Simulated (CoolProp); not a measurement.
The numbers come from the reference Helmholtz-energy equation of state, Lemmon 2000 in CoolProp. It is a pseudo-pure fit of the blend.

Question: For dry air, give the phase and the cp (kJ/(kg K)), Joule-Thomson coefficient (K/MPa), conductivity (mW/(m K)) at -71.35 °C and 27 bar; 79.75 °C and 27 bar; 155.25 °C and 27 bar.

Answer: 
- -71.35 °C and 27 bar: gas; cp 1.13, Joule-Thomson coefficient 4.46, conductivity 20.4
- 79.75 °C and 27 bar: gas; cp 1.04, Joule-Thomson coefficient 1.41, conductivity 31.0
- 155.25 °C and 27 bar: gas; cp 1.04, Joule-Thomson coefficient 0.804, conductivity 36.0

Thermal conductivity comes from a separate model (Lemmon 2004).
